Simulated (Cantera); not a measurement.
Low-pressure radical oxidation in H2/O2

An isothermal, constant-pressure homogeneous reactor starts with H2 : O2 = 0.16 : 1 (molar parts), at 1200 K and 20.0 Torr.

Model: the H2/O2 subset of GRI-Mech 3.0, which has no nitrogen chemistry, integrated in Cantera. Radical loss at walls, strong at low pressure, is not modelled. The temperature is held fixed by assumption; the heat of reaction is taken as removed at once.

```csv
t (s),x H2,x O2,x H2O2,x H,x H2O
6.00e-5,0.138,0.862,8.79e-12,1.52e-8,1.32e-8
0.000198,0.138,0.862,9.83e-11,5.26e-7,9.59e-7
0.000653,0.0885,0.832,5.63e-7,0.0191,0.0359
0.00216,0.00403,0.797,4.66e-7,0.0247,0.122
0.00711,0.00143,0.835,5.22e-7,0.00459,0.140
0.0235,0.000169,0.850,3.18e-7,0.000180,0.147
0.0775,1.62e-5,0.851,1.10e-7,5.54e-6,0.148
0.256,2.22e-6,0.852,3.37e-8,2.96e-7,0.148
0.843,4.25e-7,0.852,1.03e-8,2.57e-8,0.148
2.78,1.01e-7,0.852,3.17e-9,3.03e-9,0.148
9.18,2.86e-8,0.852,1.07e-9,4.65e-10,0.148
30.3,1.36e-8,0.852,5.68e-10,1.53e-10,0.148
100,1.26e-8,0.852,5.35e-10,1.36e-10,0.148
```
x: mole fraction; the columns are a selection and need not sum to one.

Equilibrium at this temperature and pressure: H2 1.26e-8, O2 0.852, H2O2 5.35e-10, H 1.36e-10, H2O 0.148 (gas phase only).
